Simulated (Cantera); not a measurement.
An adiabatic, constant-pressure homogeneous reactor starts with H2 : O2 : N2 = 1 : 0.893 : 3.36 (molar parts), at 1673 K and 10.0 bar.

Computed with Cantera and GRI-Mech 3.0 (53 species, 325 reactions). The hydrogen kinetics of GRI-Mech 3.0 are dated; newer H2 mechanisms differ, most at raised pressure.

Q: Predict: time of steepest temperature rise; temperature at 3.00 s; equilibrium temperature; x(H2) at 3.00 s; x(O2) at 3.00 s; x(NO) at 3.00 s; x(H2O) at 3.00 s; x(N2O) at 3.00 s; x(H2O2) at 3.00 s; x(OH) at 3.00 s.

A: 
```json
{
 "time_of_steepest_temperature_rise": "0.885 µs",
 "temperature at 3.00 s": "2793 K",
 "equilibrium_temperature": "2793 K",
 "x(H2) at 3.00 s": "0.00498 (gas-phase equilibrium 0.00498)",
 "x(O2) at 3.00 s": "0.0679 (gas-phase equilibrium 0.0679)",
 "x(NO) at 3.00 s": "0.0194 (gas-phase equilibrium 0.0194)",
 "x(H2O) at 3.00 s": "0.193 (gas-phase equilibrium 0.193)",
 "x(N2O) at 3.00 s": "3.22e-6 (gas-phase equilibrium 3.22e-6)",
 "x(H2O2) at 3.00 s": "1.97e-6 (gas-phase equilibrium 1.97e-6)",
 "x(OH) at 3.00 s": "0.0193 (gas-phase equilibrium 0.0193)"
}
```
